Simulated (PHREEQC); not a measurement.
**Brine**

Solution (74 °C): 2.4 mol CaCl2, 0.015 mol K2SO4 and 3e-05 mol H4SiO4 per kg of water. It is in equilibrium with CO2 at log p = -3.4 (atm). Otherwise closed; pH follows from the charge balance.

Computed with PHREEQC (Pitzer model, pitzer.dat).

Each row changes one thing in this solution. This is a speciation only: nothing precipitates in the calculation.

```tsv
case	pH	CO2 (mol/kgw)	HCO3- (mol/kgw)	H3SiO4- (mol/kgw)	HSO4- (mol/kgw)	CO3-2 (mol/kgw)	SI of SiO2(a) (SiO2)	SI of Arcanite (K2SO4)
as made	5.18	2.34e-6	1.64e-7	8.67e-8	2.50e-8	2.13e-8	-1.56	-7.17
CaCl2 left out	6.06	5.36e-6	3.74e-6	2.26e-8	2.90e-6	5.69e-10	-2.21	-3.94
CaCl2 from 2.4 to 2.64 mol/kgw	5.08	2.15e-6	1.13e-7	8.66e-8	1.83e-8	[?]	[?]	-7.39
```

Complete the blanks.


- CaCl2 from 2.4 to 2.64 mol/kgw, CO3-2 (mol/kgw): 1.84e-8
- CaCl2 from 2.4 to 2.64 mol/kgw, SI of SiO2(a) (SiO2): -1.48

In brines, pH and single-ion activities rest on the MacInnes convention. Constants without temperature data keep their 25 °C values here.
